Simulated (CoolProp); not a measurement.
Saturation properties of C2F6 (R116) (Tc = 19.9 °C, pc = 3048 kPa, ω = 0.257).

Model: reference Helmholtz-energy equation of state, Lemmon 2006, in CoolProp. It is a short technical equation, of lower accuracy than the large ones.

| T (°C) | p (kPa) | vapour density (kg/m³) | enthalpy of vaporisation (kJ/kg) | liquid viscosity (µPa s) | vapour viscosity (µPa s) |
|---|---|---|---|---|---|
| -43.55 | 474.4 | 39.59 | 99.70 | 234 | 10.7 |
| -38.55 | 569.1 | 47.48 | 96.67 | 215 | 10.9 |
| -33.55 | 677.2 | 56.67 | 93.44 | 198 | 11.2 |
| -28.55 | 799.9 | 67.34 | 89.99 | 182 | 11.5 |
| -23.45 | 941.3 | 80.05 | 86.21 | 167 | 11.8 |
| -18.45 | 1097 | 94.63 | 82.21 | 152 | 12.1 |
| -13.45 | 1272 | 111.8 | 77.84 | 139 | 12.5 |
| -8.45 | 1466 | 132.2 | 73.02 | 126 | 13.1 |

It boils at -78.1 °C under 1 atm.

Viscosity comes from a separate model (Huber 2003), an estimate that may be off by 10 % or more.
